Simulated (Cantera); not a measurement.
Input (Python, Cantera) and output of one run.

```python
import numpy as np
import cantera as ct

gas_names = """
    AL ALO ALO2 AL2 AL2O AL2O2 Li LiO Li2 Li2O Li2O2 O O2 O3
""".split()
cond_names = """
    AL(cr) AL(L) AL2O3(a) AL2O3(L) Li(cr) Li(L) LiALO2(s) LiALO2(L) Li2O(s) Li2O(L)
""".split()


# ... load() reads the species with a 1 bar reference pressure and builds the phases ...
atoms = {
    'Al2O3': {'AL': 2, 'O': 3},
    'Li2O': {'Li': 2, 'O': 1},
    'O2': {'O': 2},
}
top_T = {}  # K; cautious upper limits of use, not melting points


# ... equilibrate(T, P, feed) seeds the gas with the atoms and calls Mixture.equilibrate('TP', solver="vcs", rtol=1e-11, max_steps=5000) ...
results = []
feed = {'Al2O3': 1, 'Li2O': 1.9, 'O2': 0.36}  # mol
T = 2423.15  # K
P = 1000  # Pa
mix = equilibrate(T, P, feed)
results.append((T, P, feed, dict(zip(mix.species_names, mix.species_moles))))
print(gas.report(threshold=1e-06))
for i in range(1, mix.n_phases):
    print(f"{mix.phase(i).name:16s} {mix.phase_moles(i):12.5e} mol")
```

Output:

```
       temperature   2423.2 K
          pressure   1000 Pa
           density   0.00078805 kg/m^3
  mean mol. weight   15.877 kg/kmol
   phase of matter   gas

                          1 kg             1 kmol
                     ---------------   ---------------
          enthalpy        9.9709e+06        1.5831e+08  J
   internal energy        8.7019e+06        1.3816e+08  J
           entropy             16926        2.6873e+05  J/K
    Gibbs function       -3.1043e+07       -4.9288e+08  J
 heat capacity c_p            1811.5             28760  J/K
 heat capacity c_v            1287.8             20446  J/K

                      mass frac. Y      mole frac. X     chem. pot. / RT
                     ---------------   ---------------   ---------------
               ALO        9.0302e-06        3.3357e-06           -45.366
                Li           0.26067           0.59634           -16.952
               LiO          0.039293          0.027196            -34.65
               Li2        1.7129e-05        1.9594e-05           -33.904
              Li2O           0.11276          0.059919           -51.602
             Li2O2        0.00088644        0.00030677             -69.3
                 O          0.050926          0.050537           -17.698
                O2           0.53544           0.26568           -35.395
     [   +6 minor]        8.0658e-07        2.5233e-07

AL(L)             0.00000e+00 mol
AL2O3(L)          0.00000e+00 mol
Li(L)             0.00000e+00 mol
LiALO2(L)         1.99999e+00 mol
Li2O(L)           0.00000e+00 mol
```

Method: chemical equilibrium by Gibbs-energy minimisation in Cantera with the NASA 1993 tables (ideal gas, pure condensed phases). Condensed phases not in the tables: alloys, solid solutions and most ternary compounds.
